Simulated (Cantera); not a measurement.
Charge: 1 mol SiH2Cl2, 11 mol NH3, 95 mol H2, held at 1198 K and 12.0 mbar.

Method: chemical equilibrium by Gibbs-energy minimisation in Cantera with the NASA 1993 tables (ideal gas, pure condensed phases). Equilibrium is a limit: real reactors are often held back by kinetics, nucleation or transport.

| species | before | after |
|---|---|---|
| H2 | 0.942 | 0.937 |
| N2 | 0.0408 | 0.0462 |
| HCl | 0.0169 | 0.0150 |
| SiCl2 | 1.03e-6 | 0.000869 |
| Si | <1e-9 | 3.48e-5 |
| SiCl | <1e-9 | 1.15e-5 |
| SiH2 | <1e-9 | 1.03e-5 |
| H | 1.68e-6 | 0.00101 |
| Cl | 2.62e-8 | 1.26e-5 |
| Si3N4(s), mol | 0.333 | 0 |
| Si(s), mol | 0 | 0.889 |
Gas species are given as mole fractions.

Problem. What was changed between the two runs?
(A) temperature from 1198 K to 1673 K
(B) NH3 from 11 to 0.14 mol
(C) NH3 from 11 to 0.12 mol
(D) temperature from 1198 K to 1773.15 K

Solution. A, temperature from 1198 K to 1673 K. The tables' values for SiCl are old estimates; treat these amounts as uncertain. Gases not in the tables: Si2H6 and higher silanes
